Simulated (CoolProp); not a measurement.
Isopentane along the isobar 14700 kPa: fugacity coefficient from the reference equation and from simpler models built on Tc = 460.3 K, pc = 3378 kPa, ω = 0.227; each cubic takes its own stable root.

The numbers come from the reference Helmholtz-energy equation of state, Lemmon 2006 in CoolProp. It is a short technical equation, of lower accuracy than the large ones.

```
T (K)   phase  reference
-----  ------  ---------
336.5  liquid    0.03504
342.1  liquid    0.04001
347.8  liquid    0.04552
353.4  liquid    0.05141
359.1  liquid    0.05787
364.7  liquid    0.06471
370.4  liquid    0.07216
376    liquid    0.07997
381.7  liquid    0.08840
387.3  liquid    0.09717
393    liquid     0.1066
398.6  liquid     0.1163
404.3  liquid     0.1266
```

**Question.** How far does each simpler model (van der Waals, Redlich-Kwong, Soave-Redlich-Kwong, Peng-Robinson) lie from the reference over these 13 states: mean and median of the absolute difference, and the worst?

**Answer.** 
- van der Waals: mean 150.1 %, median 139.7 %, worst +254.5 % at 336.5 K and 14700 kPa
- Redlich-Kwong: mean 32.3 %, median 31.6 %, worst +46.4 % at 336.5 K and 14700 kPa
- Soave-Redlich-Kwong: mean 6.6 %, median 6.6 %, worst +7.3 % at 404.3 K and 14700 kPa
- Peng-Robinson: mean 2.8 %, median 2.8 %, worst -3.2 % at 336.5 K and 14700 kPa
